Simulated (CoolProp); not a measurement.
Properties of R152A along the isobar 0.101 MPa.

Values from CoolProp's reference Helmholtz-energy equation of state, Outcalt 1996. It is a modified Benedict-Webb-Rubin equation, recast in Helmholtz form.

| T (°C) | phase | cp (kJ/(kg K)) | cv (kJ/(kg K)) | speed of sound (m/s) | expansivity (1/kK) | Prandtl number |
|---|---|---|---|---|---|---|
| -83.65 | liquid | 1.527 | 1.030 | 1186 | 1.663 | 7.48 |
| -71.45 | liquid | 1.537 | 1.031 | 1123 | 1.721 | 6.20 |
| -59.15 | liquid | 1.552 | 1.036 | 1062 | 1.790 | 5.31 |
| -46.85 | liquid | 1.573 | 1.045 | 1001 | 1.872 | 4.67 |
| -34.65 | liquid | 1.599 | 1.056 | 941.5 | 1.970 | 4.18 |
| -22.35 | gas | 0.9780 | 0.8190 | 185.9 | 4.679 | 0.952 |
| -10.05 | gas | 0.9927 | 0.8405 | 190.9 | 4.330 | 0.903 |
| 2.25 | gas | 1.011 | 0.8637 | 195.5 | 4.045 | 0.868 |

Viscosity comes from a separate model (Bell 2016), an estimate that may be off by 10 % or more. Thermal conductivity comes from a separate model (Krauss 1996).
